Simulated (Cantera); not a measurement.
An adiabatic, constant-pressure homogeneous reactor starts with CO : H2 : CH4 : O2 : N2 = 1 : 0.16 : 0.52 : 1.16 : 4.35 (molar parts), equivalence ratio 1.4, at 1373 K and 6600 Torr.

Computed with Cantera and GRI-Mech 3.0 (53 species, 325 reactions).

Q: Predict: time of steepest temperature rise; temperature at 0.200 s; equilibrium temperature; x(CO) at 0.200 s; x(H2) at 0.200 s; x(HCN) at 0.200 s.

A: 
```json
{
 "time_of_steepest_temperature_rise": "0.214 ms",
 "temperature at 0.200 s": "2862 K",
 "equilibrium_temperature": "2862 K",
 "x(CO) at 0.200 s": "0.117 (gas-phase equilibrium 0.117)",
 "x(H2) at 0.200 s": "0.0238 (gas-phase equilibrium 0.0238)",
 "x(HCN) at 0.200 s": "4.48e-8 (gas-phase equilibrium 4.48e-8)"
}
```
